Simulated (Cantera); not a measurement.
Charge: 1 mol SiCl4, 18 mol NH3, equilibrated at 0.100 bar.

Method: chemical equilibrium by Gibbs-energy minimisation in Cantera with the NASA 1993 tables (ideal gas, pure condensed phases). Candidate condensed phases: NH4Cl, Si, Si3N4; 28 gas species. The tables' values for SiCl3, SiCl are old estimates; treat these amounts as uncertain. Gases not in the tables: Si2H6 and higher silanes. Kinetics and transport are ignored.

x: gas mole fraction; n: condensed amount in mol.

```csv
T (K),x H2,x N2,x HCl,x SiCl2,x H,x SiCl3,x SiCl,n Si3N4(s),n Si(l)
1600,0.671,0.225,0.100,0.00291,(withheld),0.000154,6.97e-7,0.295,0
1650,0.672,0.226,0.0965,0.00481,(withheld),0.000186,2.22e-6,0.270,0
1700,0.674,0.227,0.0910,0.00739,(withheld),0.000209,6.47e-6,0.238,0
1750,0.675,0.229,0.0844,0.0106,(withheld),0.000217,1.73e-5,0.197,0
1800,0.677,0.231,0.0768,0.0142,(withheld),0.000212,4.27e-5,0.151,0
1850,0.679,0.233,0.0690,0.0180,(withheld),0.000194,9.83e-5,0.101,0
1900,0.675,0.237,0.0676,0.0183,(withheld),0.000159,0.000162,0,0.281
```

Complete the blanks.


- 1600, x H: 0.000141
- 1650, x H: 0.000236
- 1700, x H: 0.000382
- 1750, x H: 0.000604
- 1800, x H: 0.000932
- 1850, x H: 0.00140
- 1900, x H: 0.00206
